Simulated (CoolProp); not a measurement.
Values from CoolProp's reference Helmholtz-energy equation of state, Setzmann 1991.

Problem. Give the vapour pressure (bar), liquid cp (kJ/(kg K)), liquid viscosity (µPa s) of saturated methane at -145.05, -132.95, -124.95 °C.

Solution. 
```tsv
T (°C)	p (bar)	liquid cp (kJ/(kg K))	liquid viscosity (µPa s)
-145.05	3.27	3.63	84.1
-132.95	6.48	3.82	67.9
-124.95	9.58	4.00	59.2
```

Viscosity comes from a separate model (Quiñones-Cisneros 2006).
